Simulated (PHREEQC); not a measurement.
1 kg of water holding 0.072 mol NaOH, 0.05 mol Na2CO3, 0.0057 mol NaCl and 0.0089 mol Na2SO4 is evaporated at 25 °C; the solids stay in contact with the brine. No CO2 enters from the air. The run lets Burkeite, Halite, Mirabilite, Nahcolite, Natron, Thenardite, Trona precipitate or redissolve, and no other solid.

The series has 23 steps of water left (kg), from 1 to 0.01337.

Computed with PHREEQC (Pitzer model, pitzer.dat).

Question: Which solids form, in which order, and at which step of the series does each first stand?

Answer: Burkeite from water left = 0.01979 kg (pH 15.01).
